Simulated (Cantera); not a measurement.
# Moist CO burnout

An isothermal, constant-pressure homogeneous reactor starts with CO : O₂ : H₂O : N₂ = 0.021 : 0.082 : 0.0098 : 1 (molar parts), at 975 K and 1.09 atm.

Cantera simulation using GRI-Mech 3.0 (53 species, 325 reactions); the numbers are that mechanism's predictions, not measurements.

```csv
t (s),x CO,x O₂,x H₂O,x HO₂,x N₂O
0.000200,0.0189,0.0737,0.00881,6.57e-12,<1e-12
0.00103,0.0189,0.0737,0.00881,2.15e-10,<1e-12
0.00532,0.0189,0.0737,0.00881,4.18e-9,<1e-12
0.0274,0.0189,0.0737,0.00881,1.27e-7,3.02e-11
0.141,0.0185,0.0735,0.00880,4.58e-6,6.43e-9
0.729,0.0150,0.0719,0.00879,5.07e-6,6.13e-8
3.76,0.00501,0.0672,0.00886,3.28e-6,2.48e-7
19.4,0.000154,0.0649,0.00889,4.12e-7,4.13e-7
100,4.29e-6,0.0649,0.00889,2.04e-8,3.74e-7
```
x: mole fraction; the columns are a selection and need not sum to one.

Equilibrium at this temperature and pressure: CO 1.83e-12, O₂ 0.0649, H₂O 0.00889, HO₂ 7.82e-11, N₂O 1.34e-9 (gas phase only).
